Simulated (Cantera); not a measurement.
A closed system holds: 1 mol (CH3)2SiCl2, 1000 mol H2, equilibrated at 0.140 bar.

Method: chemical equilibrium by Gibbs-energy minimisation in Cantera with the NASA 1993 tables (ideal gas, pure condensed phases). Candidate condensed phases: C, C6H6, C7H8, C8H18, Si, SiC; 109 gas species. The feed counts by its element totals alone. Gases not in the tables: Si2H6 and higher silanes. The numbers say what is thermodynamically allowed, not how fast it happens.

Q: Which condensed phases are stable at each of these points (T (K)): 1900, 1950, 2000, 2050, 2100, 2150, 2200, 2250, 2300?

A: 
```
T (K)      condensed phases  Si condensed (%)
-----  --------------------  ----------------
1900   C(graphite) + SiC(s)              99.3
1950                 SiC(s)              98.4
2000                 SiC(s)              96.3
2050                 SiC(s)              91.6
2100                 SiC(s)              81.8
2150                 SiC(s)              62.5
2200                 SiC(s)              27.3
2250               gas only               0.0
2300               gas only               0.0
```

At 1900 K the condensed part is C(graphite) + SiC(s). From 1950 K to 2200 K the condensed part is SiC(s). From 2250 K to 2300 K nothing is condensed.
